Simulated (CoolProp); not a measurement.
Isobutane along the isotherm 301.85 °C: density (kg/m³) from the reference equation and from simpler models built on Tc = 134.7 °C, pc = 3.629 MPa, ω = 0.184; each cubic takes its own stable root.

Computed with CoolProp (reference Helmholtz-energy equation of state, Bücker 2006).

```tsv
p (MPa)	phase	reference	ideal gas	van der Waals	Redlich-Kwong	Soave-Redlich-Kwong	Peng-Robinson
1.13	gas	14.19	13.74	14.30	14.27	14.16	14.27
2.27	gas	29.48	27.60	30.00	29.81	29.30	29.77
3.4	gas	45.65	41.34	47.08	46.44	45.17	46.23
4.54	supercritical	63.00	55.19	66.08	64.50	62.00	63.88
5.67	supercritical	81.20	68.93	86.85	83.61	79.37	82.28
6.8	supercritical	100.3	82.67	109.4	103.7	97.25	101.4
7.94	supercritical	120.2	96.53	133.2	124.7	115.5	121.0
9.07	supercritical	140.2	110.3	156.1	145.6	133.6	140.4
```
